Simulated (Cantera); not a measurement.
Charge: 1 mol SiCl₄, 0.29 mol Cl₂, 34 mol H₂, equilibrated at 1.33 mbar.

Method: chemical equilibrium by Gibbs-energy minimisation in Cantera with the NASA 1993 tables (ideal gas, pure condensed phases). Candidate condensed phases: Si; 19 gas species. Rates play no part.

Over these rows the condensed part is Si(s). Partial pressures as log10 of bar:

```
T (K)  1000/T (1/K)  log p SiCl₄  log p H₂  log p HCl  log p SiCl₂
-----  ------------  -----------  --------  ---------  -----------
1225         0.8163        -6.02     -2.92      -3.96        -4.61
1275         0.7843        -6.47     -2.92      -3.96        -4.58
1325         0.7547        -6.91     -2.92      -3.96        -4.56
1375         0.7273        -7.32     -2.92      -3.96        -4.54
1425         0.7018            ?     -2.92      -3.97        -4.53
1475         0.6780        -8.07     -2.92      -3.97        -4.52
```

Fit log p(SiCl₄) = a + b·(1000/T) to the five rows, give the apparent enthalpy, and predict the row at 1425 K.

Means: 1000/T = 0.7521, log p = -6.958. Sxy = 0.167435, Sxx = 0.0112711, so b = 14.86 and a = -6.958 − (14.86)×0.7521 = -18.13.
Apparent enthalpy: −19.145 × (14.86) = -284 kJ/mol. With the condensed phases at unit activity, 2 SiCl₂(g) = SiCl₄(g) + Si(s) links this pressure to the main gases: over the six rows their terms move log p by +0.18 in all, so the slope isn't that reaction's ΔH° alone. The five rows lie within 0.02 of the line.
Prediction at 1425 K: -18.13 + (14.86)×0.7018 = -7.70. The computed value is -7.71, 0.01 from the line.
